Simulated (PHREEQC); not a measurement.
PHREEQC input (ion-association model, wateq4f.dat):

```
SOLUTION_SPECIES
  2 NO3- + 12 H+ + 10 e- = N2 + 6 H2O  # shut off: nitrate stays nitrate
    -log_k -100
    -delta_h 0
    -analytic -100
SOLUTION 1
  temp 25
  units mol/kgw
  pH 7 charge
  S(6) 0.0058
  Na 0.0116
END
SELECTED_OUTPUT 1
  -reset false
  -pH true
  -pe true
  -ionic_strength true
  -water true
  -totals Ag Al N Na S N(5) N(3) N(0) N(-3) S(-2)
    S(6)
  -molalities H+ Ag+ Al+3 NO3- Na+ SO4-2 NH3 NaSO4- AlOH+2 Al(OH)2+
    Al(OH)3 Al(OH)4- AlSO4+ Al(SO4)2- HSO4- H2S HS- S-2 O2 NH4+
    NH4SO4- OH- AlHSO4+2 NO2- AgHS Ag(HS)2- AgOH Ag(OH)2- AgSO4- AgNO3
    Ag(NO2)2-
  -equilibrium_phases Ag2O Al(OH)3(a) Ag2SO4 Basaluminite Mirabilite
PRINT
  -reset false
USE solution 1
REACTION 1
  Al(NO3)3 1
  0 0.00208 0.00417 0.00625 0.00833 0.0104 0.0125 0.0146 0.0167 0.0187 0.0208 0.0229 0.025 moles
EQUILIBRIUM_PHASES 1
  Ag2O 0 0.5
  Al(OH)3(a) 0 0
  Ag2SO4 0 0
  Basaluminite 0 0
  Mirabilite 0 0
  O2(g) -0.68 10
END
```

Selected output (columns that matter, 13 of 13 rows; Al(NO3)3 added (mol) added in front):

```
Al(NO3)3 added (mol)	pH	mu	Ag	Al	N	Na	S	m_H+	m_Ag+	m_NO3-	m_Na+	Ag2O	Al(OH)3(a)	Basaluminite
0	10.158	0.01716	0.00016653	0	0	0.0116	0.0058	7.7685e-11	0.00015441	0	0.011408	0.49992	0	0
0.00208	8.6104	0.021885	0.0058395	0.00042206	0.0062403	0.011601	0.0053858	2.7676e-09	0.0055221	0.0062273	0.01144	0.49708	0	0.00041449
0.00417	8.3485	0.025874	0.010702	0.00018132	0.012511	0.011601	0.0048033	5.0941e-09	0.010194	0.012464	0.011469	0.49465	0	0.00099717
0.00625	8.1813	0.030216	0.015793	0.00010801	0.018753	0.011602	0.0042651	7.5378e-09	0.015128	0.01865	0.011493	0.4921	0	0.0015355
0.00833	8.0606	0.034709	0.020945	7.5647e-05	0.024995	0.011602	0.0037371	1.0015e-08	0.020156	0.024817	0.011513	0.48953	0	0.0020636
0.0104	7.9671	0.039269	0.026096	5.8337e-05	0.031207	0.011603	0.0032153	1.2493e-08	0.025208	0.030935	0.011531	0.48695	0	0.0025854
0.0125	7.8896	0.04396	0.031333	4.7834e-05	0.037511	0.011603	0.0026877	1.501e-08	0.030363	0.037124	0.011547	0.48434	0	0.003113
0.0146	7.8244	0.048702	0.036576	4.1245e-05	0.043814	0.011604	0.002161	1.7528e-08	0.035539	0.043296	0.011561	0.48172	0	0.0036397
0.0167	7.7681	0.053483	0.041824	3.7189e-05	0.050119	0.011604	0.0016349	2.0043e-08	0.040729	0.04945	0.011574	0.4791	0	0.0041657
0.0187	7.7208	0.058066	0.046825	3.5276e-05	0.056124	0.011605	0.0011343	2.2436e-08	0.045682	0.055297	0.011585	0.4766	0	0.0046662
0.0208	7.6765	0.062905	0.05208	3.6026e-05	0.062429	0.011605	0.00060929	2.4945e-08	0.050891	0.061421	0.011595	0.47397	0	0.005191
0.0229	7.6363	0.067788	0.057359	5.1802e-05	0.068735	0.011606	8.7989e-05	2.7459e-08	0.056124	0.06753	0.011605	0.47134	0	0.0057121
0.025	7.5951	0.073721	0.063542	6.811e-05	0.075043	0.011607	1.8041e-05	3.0321e-08	0.062102	0.073611	0.011606	0.46825	0.0018041	0.005782
```

Species that the database lacks are ignored.
